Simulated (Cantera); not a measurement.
What does this Cantera script print?

```python
import numpy as np
import cantera as ct

gas_names = """
    Fe FeO Fe(OH)2 H HO2 H2 H2O H2O2 H2S H2SO4 O OH O2 O3 S SH SO SO2 SO3 S2 S2O S8
""".split()
cond_names = """
    Fe(a) Fe(c) Fe(d) Fe(L) FeO(s) FeO(L) Fe(OH)2(s) Fe(OH)3(s) FeS(a) FeS(b) FeS(c) FeS(L) FeSO4(s)
    FeS2(s) Fe2O3(s) Fe2S3O12(s) Fe3O4(s) H2O(s) H2O(L) H2SO4(L) S(cr1) S(cr2) S(L)
""".split()


def load(file, names, dense=False):
    # The tables refer to 1 bar. Condensed volumes are neglected.
    table = {s.name: s for s in ct.Species.list_from_file(file)}
    out = []
    for n in names:
        d = dict(table[n].input_data)
        d["thermo"] = dict(d["thermo"], **{"reference-pressure": 1e5})
        if dense:
            d["equation-of-state"] = {"model": "constant-volume", "density": "1e6 g/cm^3"}
        out.append(ct.Species.from_dict(d))
    return out


gas = ct.Solution(thermo="ideal-gas", species=load("nasa_gas.yaml", gas_names))
cond = {s.name: ct.Solution(thermo="fixed-stoichiometry", species=[s], name=s.name)
        for s in load("nasa_condensed.yaml", cond_names, dense=True)}
atoms = {
    'Fe2O3': {'Fe': 2, 'O': 3},
    'SO2': {'S': 1, 'O': 2},
    'H2O': {'H': 2, 'O': 1},
}
top_T = {'FeSO4(s)': 950, 'FeS2(s)': 1010, 'Fe2O3(s)': 1830, 'Fe2S3O12(s)': 1100, 'Fe3O4(s)': 1870}  # K; cautious upper limits of use, not melting points


def equilibrate(T, P, feed):
    n = {}
    for name, mol in feed.items():
        for a, k in atoms[name].items():
            n[a] = n.get(a, 0.0) + k * mol
    gas.TPX = T, P, n
    mass = sum(n.values()) * gas.mean_molecular_weight
    gas.equilibrate("TP")
    valid = [c for c in cond.values() if c.min_temp <= T <= top_T.get(c.name, c.max_temp)]
    mix = ct.Mixture([(gas, mass / gas.mean_molecular_weight)] + [(c, 0.0) for c in valid])
    mix.T, mix.P = T, P
    mix.equilibrate("TP", solver="vcs", rtol=1e-11, max_steps=5000)
    return mix


results = []
T = 1623  # K
P = 23000  # Pa
for m in [0.43, 0.56, 0.73, 0.95, 1.2, 1.6, 2.1, 2.8, 3.6, 4.7, 6.1]:
    feed = {'Fe2O3': 1, 'SO2': 0.44, 'H2O': m}  # mol
    mix = equilibrate(T, P, feed)
    results.append((T, P, feed, dict(zip(mix.species_names, mix.species_moles))))

top = {s: max(r[3][s] / sum(r[3][g] for g in gas_names) for r in results) for s in gas_names}
cols = sorted((s for s in top if top[s] > 1e-05), key=lambda s: -top[s])[:5]
seen = [c for c in cond_names if any(r[3].get(c, 0) > 1e-12 for r in results)]
print("log10 of partial pressures in bar; condensed amounts in mol")
print(f"{'n(H2O)':>10s}" + "".join(f"{s[:9]:>10s}" for s in cols + seen))
for T, P, feed, n in results:
    ng = sum(n[g] for g in gas_names)
    print(f"{feed['H2O']:10.4g}" + "".join(f"{np.log10(max(n[s] / ng * P / 1e5, 1e-99)):10.3f}" for s in cols)
          + "".join(f"{n.get(c, 0):10.4g}" for c in seen))
```

Output:

```
log10 of partial pressures in bar; condensed amounts in mol
    n(H2O)       H2O       SO2        O2       SO3        OH  Fe3O4(s)
      0.43    -1.020    -1.012    -1.434    -3.408    -3.876    0.6667
      0.56    -0.957    -1.063    -1.486    -3.485    -3.857    0.6667
      0.73    -0.901    -1.122    -1.545    -3.573    -3.844    0.6667
      0.95    -0.853    -1.188    -1.611    -3.673    -3.837    0.6667
       1.2    -0.816    -1.253    -1.676    -3.770    -3.834    0.6667
       1.6    -0.778    -1.340    -1.762    -3.900    -3.837    0.6667
       2.1    -0.749    -1.428    -1.851    -4.033    -3.844    0.6667
       2.8    -0.724    -1.528    -1.951    -4.183    -3.857    0.6667
       3.6    -0.706    -1.620    -2.043    -4.320    -3.871    0.6667
       4.7    -0.691    -1.720    -2.144    -4.471    -3.889    0.6667
       6.1    -0.680    -1.822    -2.245    -4.624    -3.909    0.6666
```

Equilibrium computed with Cantera from the NASA thermochemical tables; the gas is ideal and each condensed phase is pure.
